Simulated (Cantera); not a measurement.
Ignition delay

Mixture: 14.4 % CO, 0.576 % H2, 1.28 % CH4, 17.6 % O2, 66.2 % N2, equivalence ratio 0.57, at 17.0 bar, adiabatic and at constant volume. Ignition delay is the time to a rise of 400 K.

Cantera simulation using GRI-Mech 3.0 (53 species, 325 reactions); the numbers are that mechanism's predictions, not measurements. The pressure lies above the range GRI-Mech 3.0 was tuned for (to about 10 atm).

```tsv
T0 (K)	delay (ms)
1150	0.387
1250	0.106
1350	0.0394
1450	0.0181
1550	0.00973
1650	0.00598
1750	0.00407
1850	0.00298
```

```json
{
  "apparent activation energy between 1650 and 1850 K": "89 kJ/mol"
}
```
